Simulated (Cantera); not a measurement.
Cantera run, input and output.

```python
import numpy as np
import cantera as ct

gas = ct.Solution("gri30.yaml")
gas.TPX = 748, 220000, {'CH4': 1, 'H2': 0.16, 'O2': 2.08, 'N2': 7.82, 'H2O': 2.7}
inlet = ct.Reservoir(gas, clone=True)
gas.equilibrate("HP")  # start burning
reactor = ct.IdealGasConstPressureReactor(gas, energy="on", clone=False)
exhaust = ct.Reservoir(gas, clone=True)
tau = [0.44, 0.15, 0.053, 0.018, 0.0063, 0.0022, 0.00076, 0.00026, 9.1e-05][0]
for a, b in ((inlet, reactor), (reactor, exhaust)):
    ct.MassFlowController(a, b, mdot=lambda t: reactor.mass / tau)
net = ct.ReactorNet([reactor])
show = ['CH4', 'H2', 'O2', 'C2H6', 'NO', 'HCO']

rows = []
print(f"{'tau/s':>10s}{'T/K':>9s}" + "".join(f"{s:>11s}" for s in show))
for tau in [0.44, 0.15, 0.053, 0.018, 0.0063, 0.0022, 0.00076, 0.00026, 9.1e-05]:
    net.initial_time = 0.0
    net.advance(30 * tau)
    before = gas.X
    net.advance(40 * tau)
    drift = np.max(np.abs(gas.X - before) / (gas.X + 1e-9))
    rows.append([gas.T, *gas[show].X, drift])
    print(f"{tau:10.3e}{gas.T:9.1f}" + "".join(f"{x:11.3e}" for x in gas[show].X))
```

Output:

```
     tau/s      T/K        CH4         H2         O2       C2H6         NO        HCO
 4.400e-01   2191.7  7.383e-07  4.548e-03  3.472e-03  3.755e-13  9.629e-04  2.431e-09
 1.500e-01   2189.9  2.014e-06  4.690e-03  3.744e-03  2.834e-12  6.578e-04  5.994e-09
 5.300e-02   2184.4  4.993e-06  5.071e-03  4.216e-03  1.789e-11  3.963e-04  1.585e-08
 1.800e-02   2171.4  1.171e-05  5.919e-03  5.065e-03  1.020e-10  2.412e-04  4.521e-08
 6.300e-03   2149.0  2.483e-05  7.333e-03  6.401e-03  4.637e-10  1.677e-04  1.266e-07
 2.200e-03   2115.1  5.125e-05  9.405e-03  8.371e-03  1.879e-09  1.262e-04  3.563e-07
 7.600e-04   2067.0  1.092e-04  1.215e-02  1.115e-02  7.586e-09  9.509e-05  1.013e-06
 2.600e-04   2001.9  2.550e-04  1.539e-02  1.507e-02  3.576e-08  6.622e-05  2.908e-06
 9.100e-05   1915.7  7.182e-04  1.853e-02  2.134e-02  2.707e-07  3.825e-05  8.264e-06
```

Cantera simulation using GRI-Mech 3.0 (53 species, 325 reactions); the numbers are that mechanism's predictions, not measurements.
